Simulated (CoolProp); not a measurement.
Vapour-liquid equilibrium of CH2F2 (R32) (1) + R1234yf (2) at 137 kPa; x and y are mole fractions of (1).

The numbers come from the multi-fluid Helmholtz-energy mixture model, Tillner-Roth 1997 and Lemmon 2022; pair parameters Bell 2023 in CoolProp.

```csv
x,bubble temperature (°C),y at the bubble point,dew temperature at overall composition x (°C),liquid density (mol/L)
0.05,-25.8,0.171,-23.3,11.25
0.125,-30.1,0.358,-24.9,11.79
0.2,-33.5,0.488,-26.5,12.35
0.275,-36.1,0.582,-28.1,12.95
0.35,-38.2,0.651,-29.9,13.59
0.425,-39.8,0.704,-31.8,14.28
0.5,-41.1,0.746,-33.8,15.04
0.575,-42.1,0.783,-35.9,15.87
0.65,-43.0,0.815,-38.2,16.80
0.725,-43.7,0.847,-40.4,17.84
0.8,-44.3,0.880,-42.6,19.01
0.875,-44.9,0.917,-44.2,20.34
0.95,-45.3,0.962,-45.2,21.85
```

No azeotrope shows between x = 0.05 and 0.95.

The pair parameters rest on a limited set of measurements; away from them the model extrapolates.
